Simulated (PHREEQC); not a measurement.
# Hard or scaling water (model solution)

Solution (20 °C): 0.00065 mol CaSO4, 0.00061 mol NaF, 0.0017 mol KCl and 0.0013 mol CO2 per kg of water. Closed to the air; pH follows from the charge balance.

Equilibrium calculation in PHREEQC: ion-association model, wateq4f.dat.

This is a speciation only: nothing precipitates in the calculation.

### Question
Estimate the pH.

### Answer
pH 4.76.

### Question
In which forms is F present?

### Answer
F- 97 %, HF 2.2 % of the F.

Examples of supersaturated solids here: Fluorite. Others may be too.
